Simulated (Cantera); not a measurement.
A closed system holds: 1 mol SiCl₄, a varied amount of H₂, at 900 K and 28.0 mbar.

Method: chemical equilibrium by Gibbs-energy minimisation in Cantera with the NASA 1993 tables (ideal gas, pure condensed phases). Candidate condensed phases: Si; 19 gas species. The tables' values for SiCl₃ are old estimates; treat these amounts as uncertain. Rates play no part.

log p: log10 of the partial pressure in bar; n: condensed amount in mol.

```
n(H₂) (mol)  log p H₂  log p SiCl₄  log p HCl  log p SiHCl₃  log p SiCl₃  log p SiH₂Cl₂  log p SiCl₂     n Si(s)
-----------  --------  -----------  ---------  ------------  -----------  -------------  -----------  ----------
12              -1.59        -2.75      -3.43         -3.46        -5.04          -5.20        -5.66           0
17              -1.58        -2.90      -3.50         -3.53        -5.12          -5.19        -5.67           0
23              -1.58        -3.04      -3.56         -3.60        -5.20          -5.18        -5.67           0
33              -1.57        -3.22      -3.64         -3.69        -5.29          -5.18        -5.68           0
46              -1.57        -3.38      -3.71         -3.79        -5.39          -5.22        -5.71  (withheld)
64              -1.56        -3.54      -3.74         -3.91        -5.51          -5.29        -5.79  (withheld)
90              -1.56        -3.71      -3.79         -4.04        -5.64          -5.38        -5.88  (withheld)
130             -1.56        -3.91      -3.83         -4.18        -5.78          -5.47        -5.98  (withheld)
180             -1.56        -4.09      -3.88         -4.31        -5.91          -5.56        -6.06  (withheld)
```

Task: Complete the blanks.

Result: 
- 46, n Si(s): 0.00566
- 64, n Si(s): 0.0230
- 90, n Si(s): 0.0471
- 130, n Si(s): 0.0818
- 180, n Si(s): 0.122
